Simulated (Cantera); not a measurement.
An adiabatic, constant-volume homogeneous reactor starts with CO : H₂ : CH₄ : O₂ : N₂ = 1 : 1.4 : 0.19 : 3.85 : 14.5 (molar parts), equivalence ratio 0.41, at 1673 K and 40000 Pa.

Computed with Cantera and GRI-Mech 3.0 (53 species, 325 reactions).

One state of this run: T (K) = 2597; P (bar) = 0.596; x CO = 0.0114; x H₂ = 0.00283; x CH₄ = <1e-12; x NO = 0.00457; x O = 0.00996; x HO₂ = 8.55e-6. x: mole fraction; the columns are a selection and need not sum to one.

Q: Which value of t (s) does it belong to?
A) 2.00e-6
B) 6.65e-6
C) 2.21e-5
D) 0.00271

A: D, 0.00271
